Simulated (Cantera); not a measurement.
Ammonia decomposition in nitride growth gas

A perfectly stirred reactor is fed with 7.14 % NH₃, 92.9 % H₂, at 1.01 bar; it is held at 2250 K, and followed from long to short residence time.

Cantera simulation using the gas-phase N/H chemistry of the illustrative SiF4/NH3 mechanism in the Surface Chemkin manual (1991); the numbers are that mechanism's predictions, not measurements. Walls and surfaces, which speed up NH3 decomposition in real reactors, are not modelled.

| τ (s) | x NH₃ | x H₂ | x N₂ | x N | x H | x NH | x NH₂ |
|---|---|---|---|---|---|---|---|
| 0.43 | 0.00135 | 0.959 | 0.0326 | 2.04e-6 | 0.00705 | 5.32e-6 | 3.10e-5 |
| 0.23 | 0.00192 | 0.959 | 0.0323 | 2.68e-6 | 0.00687 | 7.18e-6 | 4.30e-5 |
| 0.12 | 0.00286 | 0.959 | 0.0319 | 3.46e-6 | 0.00655 | 9.71e-6 | 6.11e-5 |
| 0.063 | 0.00448 | 0.958 | 0.0311 | 4.21e-6 | 0.00602 | 1.29e-5 | 8.81e-5 |
| 0.033 | 0.00751 | 0.957 | 0.0297 | 4.75e-6 | 0.00528 | 1.66e-5 | 0.000130 |
| 0.017 | 0.0133 | 0.955 | 0.0270 | 4.93e-6 | 0.00442 | 2.06e-5 | 0.000192 |
| 0.0091 | 0.0219 | 0.951 | 0.0229 | 4.89e-6 | 0.00372 | 2.42e-5 | 0.000268 |
x: mole fraction; the columns are a selection and need not sum to one.
